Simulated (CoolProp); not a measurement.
Ethylene along the isobar 28.6 MPa: Z from the reference equation and from simpler models built on Tc = 9.2 °C, pc = 5.042 MPa, ω = 0.087; each cubic takes its own stable root.

Model: reference Helmholtz-energy equation of state, Smukala 2000, in CoolProp.

| T (°C) | phase | reference |
|---|---|---|
| -76.65 | liquid | 0.8765 |
| -53.65 | liquid | 0.8254 |
| -30.55 | liquid | 0.7892 |
| -7.55 | liquid | 0.7659 |
| 15.55 | supercritical | 0.7539 |
| 38.55 | supercritical | 0.7527 |
| 61.65 | supercritical | 0.7617 |
| 84.65 | supercritical | 0.7800 |
| 107.75 | supercritical | 0.8056 |
| 130.75 | supercritical | 0.8355 |
| 153.85 | supercritical | 0.8667 |
| 176.85 | supercritical | 0.8966 |

Task: How far does each simpler model (van der Waals, Soave-Redlich-Kwong) lie from the reference over these 12 states: mean and median of the absolute difference, and the worst?

Result: 
- van der Waals: mean 24.3 %, median 25.7 %, worst +44.1 % at -76.65 °C and 28.6 MPa
- Soave-Redlich-Kwong: mean 4.5 %, median 4.9 %, worst +6.2 % at 130.75 °C and 28.6 MPa
